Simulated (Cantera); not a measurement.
## Gas activation for diamond growth

An isothermal, constant-pressure homogeneous reactor starts with CH₄ : H₂ : N₂ = 0.015 : 1 : 0.00012 (molar parts), at 2450 K and 0.300 bar.

Detailed kinetics in Cantera: GRI-Mech 3.0 (53 species, 325 reactions). GRI-Mech 3.0 stops at C3 and has no aromatics, soot or wall deposition, so with more carbon than oxygen in the feed, carbon stays in small species such as C2H2 where larger ones or solid carbon would form.

```csv
t (s),x CH₄,x H₂,x C₂H₄,x C₂H₂,x C₂H
5.00e-6,0.0144,0.984,2.86e-7,3.28e-8,2.41e-12
1.35e-5,0.0139,0.982,3.77e-6,1.63e-6,3.27e-10
3.64e-5,0.0126,0.977,2.62e-5,6.34e-5,3.31e-8
9.81e-5,0.00930,0.969,5.26e-5,0.00105,1.19e-6
0.000265,0.00386,0.965,1.89e-5,0.00433,7.14e-6
0.000714,0.000989,0.962,3.53e-6,0.00638,1.26e-5
0.00193,0.000248,0.959,1.98e-6,0.00694,1.53e-5
0.00519,7.67e-5,0.957,1.80e-6,0.00707,1.68e-5
0.0140,4.28e-5,0.957,1.77e-6,0.00709,1.72e-5
0.0378,4.08e-5,0.957,1.77e-6,0.00709,1.72e-5
0.102,4.08e-5,0.957,1.77e-6,0.00709,1.72e-5
0.275,4.08e-5,0.957,1.77e-6,0.00709,1.72e-5
0.741,4.08e-5,0.957,1.77e-6,0.00709,1.72e-5
2.00,4.08e-5,0.957,1.77e-6,0.00709,1.72e-5
```
x: mole fraction; the columns are a selection and need not sum to one.

Equilibrium at this temperature and pressure: CH₄ 4.08e-5, H₂ 0.957, C₂H₄ 1.74e-6, C₂H₂ 0.00699, C₂H 1.70e-5 (gas phase only).
